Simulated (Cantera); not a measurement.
**Nitride etching: BN + NF3 + H2**

Charge: 1 mol BN, 11 mol NF3, 51 mol H2, equilibrated at 1075 °C and 0.100 bar.

Method: chemical equilibrium by Gibbs-energy minimisation in Cantera with the NASA 1993 tables (ideal gas, pure condensed phases). Candidate condensed phases: B, BN; 31 gas species. Rates play no part.

```json
{
  "x(H2)": "0.493",
  "x(HF)": "0.411",
  "x(N2)": "0.0822",
  "x(BF3)": "0.0137",
  "x(H)": "5.14e-6",
  "x(BHF2)": "4.17e-6",
  "x(NH3)": "1.02e-6",
  "gas_amount": "73.00 mol",
  "log10 activity of B(s) (absent)": "-9.00"
}
```
